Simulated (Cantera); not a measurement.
Charge: 1 mol N2O, 0.76 mol SO2, at 1973 K and 17.0 Pa.

Cantera equilibrium calculation (NASA polynomials, part measured and part estimated; ideal gas, pure solids and liquids). Candidate condensed phases: S; 17 gas species. Equilibrium is a limit: real reactors are often held back by kinetics, nucleation or transport.

Base state: N2 0.434, SO2 0.326, O2 0.209, O 0.0190, SO 0.00632, NO 0.00527, S 4.20e-5, SO3 1.18e-5 (mole fractions); condensed: gas only.

### Question
What changes in the equilibrium state with this change: SO2 from 0.76 to 0.39 mol?

### Answer
```csv
species,before,after
N2,0.434,0.520
O2,0.209,0.250
SO2,0.326,0.200
O,0.0190,0.0208
S,4.20e-5,2.17e-5
SO,0.00632,0.00356
```

### Question
What changes in the equilibrium state with this change: SO2 from 0.76 to 0.018 mol?

### Answer
| species | before | after |
|---|---|---|
| N2 | 0.434 | 0.647 |
| O2 | 0.209 | 0.310 |
| O | 0.0190 | 0.0232 |
| SO2 | 0.326 | 0.0115 |
| S | 4.20e-5 | 1.00e-6 |
| SO | 0.00632 | 0.000184 |
| SO3 | 1.18e-5 | 5.08e-7 |
| NO | 0.00527 | 0.00782 |
